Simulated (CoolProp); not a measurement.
Aqueous magnesium chloride as a coolant, 5 % by mass, freezing at -3.0 °C, 1 atm.

Computed with CoolProp (Melinder's fits for secondary coolants).

```tsv
T (°C)	viscosity (mPa s)	cp (kJ/(kg K))	conductivity (W/(m K))	Prandtl number
-0.8	2.27	3.874	0.551	16.0
4.2	1.90	3.878	0.560	13.2
9.2	1.62	3.883	0.569	11.1
14.2	1.41	3.888	0.578	9.47
19.2	1.24	3.893	0.586	8.20
24.2	1.09	3.898	0.594	7.18
29.1	0.979	3.904	0.602	6.34
34.1	0.877	3.909	0.610	5.62
39.1	0.788	3.914	0.618	4.99
```
